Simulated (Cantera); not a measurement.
Feed: 1 mol B2H6, 0.59 mol O2, 0.26 mol H2, equilibrated at 10.0 mbar.

Equilibrium computed with Cantera from the NASA thermochemical tables; the gas is ideal and each condensed phase is pure. Candidate condensed phases: B, B2O3, B3O3H3, H2O; 23 gas species. The feed counts by its element totals alone. Mutual solubility and eutectic melting of coexisting phases are not modelled. The tables' values for BH2 are old estimates; treat these amounts as uncertain. Rates play no part. All values below are at 1523 K.

Base state: H2 0.935, HBO 0.0442, B2O2 0.0146, B2O3 0.00345, HBO2 0.00117, B3O3H3 0.000621, BO 0.000266, H 0.000224 (mole fractions); condensed: B(s) + B2O3(l).

Question: What changes in the equilibrium state with this change: B2H6 replaced by B2O3?

Answer: 
```json
[
 {"species": "O2", "before": "<1e-9", "after": "0.588"},
 {"species": "H2O", "before": "1.55e-5", "after": "0.257"},
 {"species": "HBO2", "before": "0.00117", "after": "0.150"},
 {"species": "H2", "before": "0.935", "after": "8.58e-6"},
 {"species": "B2O2", "before": "0.0146", "after": "<1e-9"},
 {"species": "HBO", "before": "0.0442", "after": "3.15e-9"},
 {"species": "OH", "before": "<1e-9", "after": "0.000625"},
 {"species": "B3O3H3", "before": "0.000621", "after": "<1e-9"},
 {"species": "(HBO2)3", "before": "<1e-9", "after": "5.70e-5"},
 {"species": "BO", "before": "0.000266", "after": "6.27e-9"},
 {"species": "BO2", "before": "1.06e-8", "after": "0.000450"},
 {"species": "B(s), mol", "before": "1.13", "after": "0"},
 {"species": "B2O3(l), mol", "before": "0.293", "after": "0.938"}
]
```
Gases not in the tables: H3BO3.

Question: What changes in the equilibrium state with this change: B2H6 replaced by BF3?

Answer: 
```
species         before    after
------------  --------  -------
BF3                  0    0.376
HF                   0    0.260
O2               <1e-9    0.233
H2               0.935  8.39e-8
BOF                  0    0.129
HBO             0.0442    <1e-9
B2O2            0.0146    <1e-9
B3O3H3        0.000621    <1e-9
BO            0.000266    <1e-9
B(s), mol         1.13        0
B2O3(l), mol     0.293        0
```
